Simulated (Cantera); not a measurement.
A perfectly stirred reactor is fed with H2 : O2 : N2 : H2O = 1 : 0.312 : 1.17 : 0.73 (molar parts), at 760 Torr; it is adiabatic with a 675 K inlet, and is followed from long to short residence time, starting on the burning branch (τ in s: 0.025, 0.014, 0.0074, 0.004, 0.0022, 0.0012, 0.00063, 0.00034, 0.00018, 9.9e-05, 5.4e-05, 2.9e-05).

Model: GRI-Mech 3.0 (53 species, 325 reactions), integrated in Cantera.

### Question
What does this change do: H2 1 to 1.4 parts?

### Answer
| quantity | before | after |
|---|---|---|
| blow-out, bracketed by the residence times tried | burning at 29.0 µs, the shortest tried | burning at 29.0 µs, the shortest tried |
| x(H2) at τ = 25.0 ms | 0.128 | 0.233 |
| x(O2) at τ = 25.0 ms | 0.000129 | 7.87e-5 |
| x(H2O) at τ = 25.0 ms | 0.464 | 0.408 |
| x(OH) at τ = 25.0 ms | 0.00142 | 0.000610 |
| x(NO2) at τ = 25.0 ms | 5.09e-11 | 2.45e-12 |
| x(H2) at τ = 0.630 ms | 0.125 | 0.223 |
| x(O2) at τ = 0.630 ms | 0.00180 | 0.000823 |
| x(H2O) at τ = 0.630 ms | 0.450 | 0.400 |
| x(OH) at τ = 0.630 ms | 0.00543 | 0.00245 |
| x(NO2) at τ = 0.630 ms | 1.54e-10 | 1.45e-11 |

### Question
What does this change do: inlet temperature 675 to 450 K?

### Answer
| quantity | before | after |
|---|---|---|
| blow-out, bracketed by the residence times tried | burning at 29.0 µs, the shortest tried | burning at 29.0 µs, the shortest tried |
| x(H2) at τ = 25.0 ms | 0.128 | 0.128 |
| x(O2) at τ = 25.0 ms | 0.000129 | 0.000141 |
| x(H2O) at τ = 25.0 ms | 0.464 | 0.465 |
| x(OH) at τ = 25.0 ms | 0.00142 | 0.000908 |
| x(NO2) at τ = 25.0 ms | 5.09e-11 | 1.12e-11 |
| x(H2) at τ = 0.630 ms | 0.125 | 0.124 |
| x(O2) at τ = 0.630 ms | 0.00180 | 0.00173 |
| x(H2O) at τ = 0.630 ms | 0.450 | 0.453 |
| x(OH) at τ = 0.630 ms | 0.00543 | 0.00354 |
| x(NO2) at τ = 0.630 ms | 1.54e-10 | 8.01e-11 |

### Question
What does this change do: N2 1.17 to 0.89 parts?

### Answer
```tsv
quantity	before	after
blow-out, bracketed by the residence times tried	burning at 29.0 µs, the shortest tried	burning at 29.0 µs, the shortest tried
x(H2) at τ = 25.0 ms	0.128	0.142
x(O2) at τ = 25.0 ms	0.000129	0.000133
x(H2O) at τ = 25.0 ms	0.464	0.513
x(OH) at τ = 25.0 ms	0.00142	0.00187
x(NO2) at τ = 25.0 ms	5.09e-11	1.35e-10
x(H2) at τ = 0.630 ms	0.125	0.139
x(O2) at τ = 0.630 ms	0.00180	0.00190
x(H2O) at τ = 0.630 ms	0.450	0.497
x(OH) at τ = 0.630 ms	0.00543	0.00693
x(NO2) at τ = 0.630 ms	1.54e-10	1.93e-10
```
